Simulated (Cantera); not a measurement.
Input: 1 mol C, 0.97 mol O2, equilibrated at 64.0 Pa.

Equilibrium computed with Cantera from the NASA thermochemical tables; the gas is ideal and each condensed phase is pure. Candidate condensed phases: C; 23 gas species. Ions and electrons are included (thermal ionisation). The numbers say what is thermodynamically allowed, not how fast it happens.

At 3500 K, list the 4 most abundant gas species with their mole fractions, and the condensed phases.

CO 0.516, O 0.483, O2 0.000615, CO2 0.000206. Condensed: gas only.
